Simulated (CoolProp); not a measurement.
A Linde-Hampson liquefier for carbon monoxide: isothermal reversible compression at 230 K from 1 atm to 20 MPa, throttling to 1 atm, return gas leaving the recuperator 0 K below the feed. Each further row changes one setting.

Computed with CoolProp (reference Helmholtz-energy equation of state, Lemmon 2006). It is a short technical equation, of lower accuracy than the large ones.

```csv
case,liquid yield per pass,compression work (kJ/kg of gas)
as stated,?,348
high pressure 40 MPa,?,?
warm-end temperature 260 K,?,?
warm-end gap 5 K,?,348
```

Problem. Complete the blanks.

Solution. 
- as stated, liquid yield per pass: 0.180
- high pressure 40 MPa, liquid yield per pass: 0.209
- high pressure 40 MPa, compression work (kJ/kg of gas): 399
- warm-end temperature 260 K, liquid yield per pass: 0.128
- warm-end temperature 260 K, compression work (kJ/kg of gas): 401
- warm-end gap 5 K, liquid yield per pass: 0.168
